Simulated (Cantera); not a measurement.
## Low-pressure radical oxidation in H2/O2

An isothermal, constant-pressure homogeneous reactor starts with H2 : O2 = 0.06 : 1 (molar parts), at 1000 K and 16.5 Torr.

Cantera simulation using GRI-Mech 3.0 (53 species, 325 reactions); the numbers are that mechanism's predictions, not measurements. Radical loss at walls, strong at low pressure, is not modelled. The temperature is held fixed by assumption; the heat of reaction is taken as removed at once.

```json
[
 {"t (s)": "0.000200", "x H2": "0.0566", "x O2": "0.943", "x H2O": "1.19e-10", "x H2O2": "<1e-12", "x HO2": "1.75e-10"},
 {"t (s)": "0.000511", "x H2": "0.0566", "x O2": "0.943", "x H2O": "1.76e-9", "x H2O2": "<1e-12", "x HO2": "4.77e-10"},
 {"t (s)": "0.00130", "x H2": "0.0566", "x O2": "0.943", "x H2O": "1.52e-7", "x H2O2": "1.26e-12", "x HO2": "4.30e-9"},
 {"t (s)": "0.00333", "x H2": "0.0502", "x O2": "0.939", "x H2O": "0.00481", "x H2O2": "9.33e-8", "x HO2": "8.73e-6"},
 {"t (s)": "0.00850", "x H2": "0.00105", "x O2": "0.928", "x H2O": "0.0538", "x H2O2": "2.39e-7", "x HO2": "1.16e-5"},
 {"t (s)": "0.0217", "x H2": "0.000180", "x O2": "0.939", "x H2O": "0.0576", "x H2O2": "1.84e-7", "x HO2": "6.60e-6"},
 {"t (s)": "0.0554", "x H2": "2.74e-5", "x O2": "0.941", "x H2O": "0.0581", "x H2O2": "1.34e-7", "x HO2": "2.60e-6"},
 {"t (s)": "0.141", "x H2": "4.06e-6", "x O2": "0.942", "x H2O": "0.0582", "x H2O2": "7.89e-8", "x HO2": "7.70e-7"},
 {"t (s)": "0.361", "x H2": "6.47e-7", "x O2": "0.942", "x H2O": "0.0582", "x H2O2": "3.81e-8", "x HO2": "2.01e-7"},
 {"t (s)": "0.922", "x H2": "1.23e-7", "x O2": "0.942", "x H2O": "0.0582", "x H2O2": "1.67e-8", "x HO2": "5.49e-8"},
 {"t (s)": "2.35", "x H2": "2.96e-8", "x O2": "0.942", "x H2O": "0.0582", "x H2O2": "7.13e-9", "x HO2": "1.66e-8"},
 {"t (s)": "6.01", "x H2": "8.56e-9", "x O2": "0.942", "x H2O": "0.0582", "x H2O2": "2.99e-9", "x HO2": "5.54e-9"},
 {"t (s)": "15.3", "x H2": "2.78e-9", "x O2": "0.942", "x H2O": "0.0583", "x H2O2": "1.24e-9", "x HO2": "2.02e-9"},
 {"t (s)": "39.2", "x H2": "9.67e-10", "x O2": "0.942", "x H2O": "0.0583", "x H2O2": "5.04e-10", "x HO2": "8.64e-10"},
 {"t (s)": "100", "x H2": "3.53e-10", "x O2": "0.942", "x H2O": "0.0583", "x H2O2": "2.04e-10", "x HO2": "5.27e-10"}
]
```
x: mole fraction; the columns are a selection and need not sum to one.

Equilibrium at this temperature and pressure: H2 3.56e-11, O2 0.942, H2O 0.0583, H2O2 2.36e-11, HO2 8.43e-10 (gas phase only).
